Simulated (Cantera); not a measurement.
A closed system holds: 1 mol Si₂Cl₆, 83 mol N₂, held at 775 K and 0.100 bar.

These are equilibrium values from Cantera (NASA tables, ideal gas, pure condensed phases), not measurements of a reactor. Candidate condensed phases: Si, Si₃N₄; 13 gas species. The feed counts by its element totals alone. N₂ is the only nitrogen source here; it is nearly inert below about 1500 K, so the nitride shown seldom forms there in practice. Equilibrium is a limit: real reactors are often held back by kinetics, nucleation or transport.

Base state: N₂ 0.982, SiCl₄ 0.0178 (mole fractions); condensed: Si₃N₄(s).

Task: What changes in the equilibrium state with this change: 1.9 mol HCl added?

Result: 
```json
[
 {"species": "N₂", "before": "0.982", "after": "0.961"},
 {"species": "HCl", "before": "0", "after": "0.0186"},
 {"species": "SiCl₄", "before": "0.0178", "after": "0.0183"},
 {"species": "H₂", "before": "0", "after": "0.00176"},
 {"species": "Si₃N₄(s), mol", "before": "0.167", "after": "0.141"}
]
```
Further candidate phases: NH₄Cl.
